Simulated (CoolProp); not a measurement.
CH3F (R41) along the isobar 12200 kPa: fugacity coefficient from the reference equation and from simpler models built on Tc = 317.3 K, pc = 5906 kPa, ω = 0.200; each cubic takes its own stable root.

Computed with CoolProp (reference Helmholtz-energy equation of state, Lemmon 2006). It is a short technical equation, of lower accuracy than the large ones.

| T (K) | phase | reference | van der Waals | Redlich-Kwong | Soave-Redlich-Kwong | Peng-Robinson |
|---|---|---|---|---|---|---|
| 146.5 | liquid | 0.0002961 | 0.01441 | 0.0005267 | (withheld) | 0.0002889 |
| 174.4 | liquid | 0.003104 | 0.04117 | 0.005426 | 0.003136 | 0.003131 |
| 202.2 | liquid | 0.01541 | (withheld) | 0.02481 | 0.01648 | 0.01596 |
| 230.1 | liquid | 0.04854 | 0.1519 | 0.07087 | 0.05376 | 0.05128 |
| 257.9 | liquid | 0.1124 | 0.2326 | 0.1492 | (withheld) | 0.1200 |
| 285.8 | liquid | (withheld) | 0.3244 | (withheld) | 0.2386 | 0.2256 |
| 313.6 | liquid | (withheld) | 0.4208 | 0.3809 | 0.3782 | 0.3577 |
| 341.5 | supercritical | 0.4747 | 0.5160 | 0.5054 | 0.5228 | 0.4950 |
| 369.3 | supercritical | 0.5936 | (withheld) | 0.6106 | (withheld) | 0.6082 |
| 397.2 | supercritical | 0.6801 | 0.6739 | 0.6900 | 0.7287 | 0.6927 |
| 425 | supercritical | 0.7446 | 0.7296 | 0.7497 | 0.7940 | 0.7573 |

Question: Complete the blanks.

Answer: 
- 146.5, Soave-Redlich-Kwong: 0.0002735
- 202.2, van der Waals: 0.08693
- 257.9, Soave-Redlich-Kwong: 0.1267
- 285.8, reference: 0.2108
- 285.8, Redlich-Kwong: 0.2567
- 313.6, reference: 0.3369
- 369.3, van der Waals: 0.6023
- 369.3, Soave-Redlich-Kwong: 0.6415
